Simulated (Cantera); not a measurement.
Feed: 1 mol MgO, 3.8 mol N2, held at 10.0 mbar.

These are equilibrium values from Cantera (NASA tables, ideal gas, pure condensed phases), not measurements of a reactor. Candidate condensed phases: Mg, MgO; 13 gas species. The numbers say what is thermodynamically allowed, not how fast it happens.

Task: Which condensed phases are stable at each of these points (T (K)): 2475, 2500, 2525, 2550, 2575, 2600, 2625, 2650, 2675, 2700, 2725?

Result: 
```tsv
T (K)	condensed phases	Mg condensed (%)
2475	MgO(s)	52.5
2500	MgO(s)	36.7
2525	MgO(s)	14.6
2550	gas only	0.0
2575	gas only	0.0
2600	gas only	0.0
2625	gas only	0.0
2650	gas only	0.0
2675	gas only	0.0
2700	gas only	0.0
2725	gas only	0.0
```

From 2475 K to 2525 K the condensed part is MgO(s). From 2550 K to 2725 K nothing is condensed.
